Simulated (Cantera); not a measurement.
What does this Cantera script print?

```python
import numpy as np
import cantera as ct

gas = ct.Solution("gri30.yaml")
gas.TPX = 1825, 2666, {'C2H4': 1, 'H2': 62}
inlet = ct.Reservoir(gas, clone=True)

reactor = ct.IdealGasConstPressureReactor(gas, energy="off", clone=False)
exhaust = ct.Reservoir(gas, clone=True)
tau = [1.6, 0.49, 0.15, 0.048, 0.015, 0.0046, 0.0014][0]
for a, b in ((inlet, reactor), (reactor, exhaust)):
    ct.MassFlowController(a, b, mdot=lambda t: reactor.mass / tau)
net = ct.ReactorNet([reactor])
show = ['C2H4', 'H2', 'CH2', 'C2H6', 'CH3', 'C2H']

rows = []
print(f"{'tau/s':>10s}{'T/K':>9s}" + "".join(f"{s:>11s}" for s in show))
for tau in [1.6, 0.49, 0.15, 0.048, 0.015, 0.0046, 0.0014]:
    net.initial_time = 0.0
    net.advance(30 * tau)
    before = gas.X
    net.advance(40 * tau)
    drift = np.max(np.abs(gas.X - before) / (gas.X + 1e-9))
    rows.append([gas.T, *gas[show].X, drift])
    print(f"{tau:10.3e}{gas.T:9.1f}" + "".join(f"{x:11.3e}" for x in gas[show].X))
```

It prints:

```
     tau/s      T/K       C2H4         H2        CH2       C2H6        CH3        C2H
 1.600e+00   1825.0  1.691e-05  9.825e-01  2.588e-09  1.629e-10  1.159e-06  2.854e-07
 4.900e-01   1825.0  5.696e-05  9.834e-01  4.750e-10  4.525e-10  2.924e-07  1.511e-07
 1.500e-01   1825.0  3.035e-04  9.840e-01  3.329e-10  1.466e-09  6.962e-08  6.048e-08
 4.800e-02   1825.0  1.323e-03  9.842e-01  5.714e-10  3.498e-09  1.931e-08  2.452e-08
 1.500e-02   1825.0  4.265e-03  9.842e-01  8.711e-10  6.492e-09  7.030e-09  9.320e-09
 4.600e-03   1825.0  9.192e-03  9.842e-01  8.738e-10  8.337e-09  3.850e-09  2.508e-09
 1.400e-03   1825.0  1.319e-02  9.842e-01  4.721e-10  7.030e-09  2.303e-09  3.841e-10
```

Detailed kinetics in Cantera: GRI-Mech 3.0 (53 species, 325 reactions). GRI-Mech 3.0 was tuned for natural gas; its chemistry of ethylene as a main component is partial and can be far from experiment. GRI-Mech 3.0 stops at C3 and has no aromatics, soot or wall deposition, so with more carbon than oxygen in the feed, carbon stays in small species such as C2H2 where larger ones or solid carbon would form. Radical loss at walls, strong at low pressure, is not modelled.
